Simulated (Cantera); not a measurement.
Feed: 1 mol MgF₂, 14 mol H₂, held at 7.50 Torr.

These are equilibrium values from Cantera (NASA tables, ideal gas, pure condensed phases), not measurements of a reactor. Candidate condensed phases: Mg, MgF₂; 17 gas species. The numbers say what is thermodynamically allowed, not how fast it happens.

Problem. At 1450 K, list the 6 most abundant gas species with their mole fractions, and the condensed phases.

Solution. H₂ 0.989, HF 0.00600, Mg 0.00288, MgF₂ 0.00198, MgF 0.000230, H 9.40e-5. Condensed: MgF₂(s).
